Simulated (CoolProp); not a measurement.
Vapour pressure (bar) of CH3F (R41): the reference equation beside estimates from Tc = 317.3 K, pc = 59.06 bar, ω = 0.200.

Computed with CoolProp (reference Helmholtz-energy equation of state, Lemmon 2006). It is a short technical equation, of lower accuracy than the large ones.

```
T (K)  reference  Redlich-Kwong  Soave-Redlich-Kwong  Peng-Robinson
-----  ---------  -------------  -------------------  -------------
204.6      1.690          2.481                1.654          1.667
206.6      1.863          2.719                1.829          1.840
208.6      2.051          2.972                2.018          2.028
210.6      2.252          3.243                2.222          2.229
212.6      2.468          3.532                2.441          2.447
214.6      2.700          3.839                2.677          2.680
216.6      2.949          4.165                2.930          2.930
218.6      3.215          4.511                3.202          3.197
220.6      3.499          4.877                3.492          3.484
222.6      3.802          5.264                3.802          3.789
224.7      4.141          5.694                4.149          4.131
226.7      4.485          6.126                4.502          4.479
228.7      4.850          6.582                4.877          4.848
230.7      5.237          7.061                5.276          5.241
```

Absolute difference from the reference over all 14 rows, mean and median: Redlich-Kwong 40.8 and 40.8 %, Soave-Redlich-Kwong 0.9 and 0.7 %, Peng-Robinson 0.6 and 0.6 %.
